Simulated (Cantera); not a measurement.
Mixture: 5.51 % CH4, 19.3 % O2, 72.8 % N2, 2.37 % CO2, equivalence ratio 0.57, at 100000 Pa, adiabatic and at constant pressure. Ignition delay is the time to a rise of 400 K.

Detailed kinetics in Cantera: GRI-Mech 3.0 (53 species, 325 reactions).

Task: Predict: delay at 1125 K; delay at 1225 K; delay at 1325 K; delay at 1425 K; delay at 1525 K; apparent activation energy between 1475 and 1575 K.

Result: 
```json
{
  "delay at 1125 K": "0.108 s",
  "delay at 1225 K": "24.9 ms",
  "delay at 1325 K": "6.69 ms",
  "delay at 1425 K": "2.12 ms",
  "delay at 1525 K": "0.795 ms",
  "apparent activation energy between 1475 and 1575 K": "170 kJ/mol"
}
```
